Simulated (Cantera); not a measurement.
Charge: 1 mol (CH₃)₂SiCl₂, 1.7 mol CH₄, 180 mol H₂, at 1698 K.

Equilibrium computed with Cantera from the NASA thermochemical tables; the gas is ideal and each condensed phase is pure. Candidate condensed phases: C, C₆H₆, C₇H₈, C₈H₁₈, Si, SiC; 109 gas species. The feed counts by its element totals alone. The numbers say what is thermodynamically allowed, not how fast it happens.

Task: At 0.220 bar, list the 5 most abundant gas species with their mole fractions, and the condensed phases.

Result: H₂ 0.989, HCl 0.0107, H 0.000307, CH₄ 0.000237, C₂H₂ (acetylene) 7.12e-5. Condensed: C(graphite) + SiC(s).
